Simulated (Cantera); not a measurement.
Input: 1 mol CO, 56 mol H2, equilibrated at 1200 K and 18000 Pa.

Cantera equilibrium calculation (NASA polynomials, part measured and part estimated; ideal gas, pure solids and liquids). Candidate condensed phases: C, C6H6, C7H8, C8H18, H2O; 110 gas species. Rates play no part.

Base state: H2 0.982, CO 0.0171, CH4 0.000466, H2O 0.000461 (mole fractions); condensed: gas only.

Task: What changes in the equilibrium state with this change: CO replaced by C6H6?

Result: 
```csv
species,before,after
H2,0.982,0.997
CH4,0.000466,0.00283
CO,0.0171,0
H2O,0.000461,0
"C(graphite), mol",0,5.83
```
